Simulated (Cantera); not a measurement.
Charge: 1 mol TEOS, 0.32 mol NO, held at 21.0 Pa.

These are equilibrium values from Cantera (NASA tables, ideal gas, pure condensed phases), not measurements of a reactor. Candidate condensed phases: C, C6H6, C7H8, C8H18, H2O, Si, SiC, SiO2, Si2N2O, Si3N4; 151 gas species. The feed counts by its element totals alone. Kinetics and transport are ignored.

Which condensed phases are stable at each of these points (T (°C)): 277, 327, 377, 427, 477, 527, 577?


| T (°C) | condensed phases | Si condensed (%) |
|---|---|---|
| 277 | C(graphite) + SiO2(α-quartz) | 100.0 |
| 327 | C(graphite) + SiO2(α-quartz) | 100.0 |
| 377 | C(graphite) + SiO2(α-quartz) | 100.0 |
| 427 | C(graphite) + SiO2(α-quartz) | 100.0 |
| 477 | C(graphite) + SiO2(α-quartz) | 100.0 |
| 527 | C(graphite) + SiO2(α-quartz) | 100.0 |
| 577 | C(graphite) + SiO2(β-quartz) | 100.0 |

From 277 °C to 527 °C the condensed part is C(graphite) + SiO2(α-quartz). At 577 °C the condensed part is C(graphite) + SiO2(β-quartz).
